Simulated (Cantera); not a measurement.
Feed: 1 mol FeS₂, 0.14 mol SO₃, 0.97 mol N₂, 0.95 mol H₂S, at 218 Torr.

Equilibrium computed with Cantera from the NASA thermochemical tables; the gas is ideal and each condensed phase is pure. Candidate condensed phases: Fe, FeO, Fe(OH)₂, Fe(OH)₃, FeS, FeSO₄, FeS₂, Fe₂O₃, Fe₂(SO₄)₃, Fe₃O₄, H₂O, H₂SO₄, S; 38 gas species. FeS: taken at fixed stoichiometry. Gases not in the tables: S₃ to S₇. The numbers say what is thermodynamically allowed, not how fast it happens.

Task: Which condensed phases are stable at each of these points (T (K)): 700, 800, 900, 1000, 1100, 1200, 1300, 1400, 1500, 1600?

Result: 
```tsv
T (K)	condensed phases	Fe condensed (%)
700	FeS₂(s)	100.0
800	FeS₂(s)	100.0
900	FeS₂(s)	100.0
1000	FeS(s)	100.0
1100	FeS(s)	100.0
1200	FeS(s)	100.0
1300	FeS(s)	100.0
1400	FeS(s)	100.0
1500	FeS(l)	100.0
1600	FeS(l)	100.0
```

From 700 K to 900 K the condensed part is FeS₂(s). From 1000 K to 1400 K the condensed part is FeS(s). From 1500 K to 1600 K the condensed part is FeS(l).
